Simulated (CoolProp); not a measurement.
Saturation properties of ethanol.

The numbers come from the reference Helmholtz-energy equation of state, Schroeder 2014 in CoolProp.

```
T (K)   p (MPa)  vapour density (kg/m³)  vapour viscosity (µPa s)
-----  --------  ----------------------  ------------------------
294.2  0.006256                  0.1184                      8.65
304.8   0.01147                  0.2100                       ___
315.4       ___                  0.3563                      9.30
325.9   0.03351                  0.5787                      9.62
336.5   0.05419                  0.9118                      9.94
347.1   0.08472                   1.392                      10.3
357.7    0.1284                   2.068                      10.6
368.3    0.1893                   2.995                      10.9
378.9    0.2721                   4.242                      11.2
389.5    0.3821                   5.890                      11.5
400.1    0.5252                   8.033                      11.8
410.7    0.7079                   10.78                      12.1
421.3       ___                   14.28                       ___
431.9     1.220                   18.68                       ___
442.5     1.565                   24.18                      13.2
```

### Question
Some entries are withheld; supply them.

### Answer

- 304.8, vapour viscosity (µPa s): 8.98
- 315.4, p (MPa): 0.02006
- 421.3, p (MPa): 0.9372
- 421.3, vapour viscosity (µPa s): 12.5
- 431.9, vapour viscosity (µPa s): 12.8

It boils at 351.6 K under 1 atm.

Viscosity comes from a separate model (Kiselev 2005).
